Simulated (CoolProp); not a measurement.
Vapour-liquid equilibrium of R22 (1) + R11 (2) at 297.8 K; x and y are mole fractions of (1).

Computed with CoolProp (multi-fluid Helmholtz-energy mixture model, Kamei 1995 and Jacobsen 1992; pair parameters Bell 2016).

**Question.** Give the bubble pressure and the first vapour's composition at x = 0.2, 0.725, 0.875. Is there an azeotrope?

**Answer.** x = 0.2: 346.9 kPa, y = 0.733; x = 0.725: 789.3 kPa, y = 0.940; x = 0.875: 916.1 kPa, y = 0.972. No azeotrope shows between x = 0.05 and 0.95.

The pair parameters rest on a limited set of measurements; away from them the model extrapolates.
